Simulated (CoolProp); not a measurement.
Computed with CoolProp (reference Helmholtz-energy equation of state, Guder 2009).

Question: For sulfur hexafluoride, give the phase and the cv (kJ/(kg K)), conductivity (mW/(m K)) at 342.1 K and 1.01 bar; 375.9 K and 1.01 bar.

Answer: 
- 342.1 K and 1.01 bar: gas; cv 0.673, conductivity 16.3
- 375.9 K and 1.01 bar: gas; cv 0.715, conductivity 18.8

Thermal conductivity comes from a separate model (Assael 2012).
